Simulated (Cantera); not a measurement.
Feed: 1 mol Fe, 0.0048 mol O2, 32 mol H2, held at 1.33 mbar.

Cantera equilibrium calculation (NASA polynomials, part measured and part estimated; ideal gas, pure solids and liquids). Candidate condensed phases: Fe, FeO, Fe(OH)2, Fe(OH)3, Fe2O3, Fe3O4, H2O; 12 gas species. Equilibrium is a limit: real reactors are often held back by kinetics, nucleation or transport.

Question: What share of the Fe ends up in condensed phases as a function of T (K), at 1348, 1398, 1448, 1498, 1548, 1598, 1648, 1698?

Answer: 
```tsv
T (K)	Fe condensed (%)	as
1348	100.0	Fe(γ)
1398	100.0	Fe(γ)
1448	99.9	Fe(γ)
1498	99.7	Fe(γ)
1548	99.0	Fe(γ)
1598	97.5	Fe(γ)
1648	93.7	Fe(γ)
1698	85.3	Fe(δ)
```
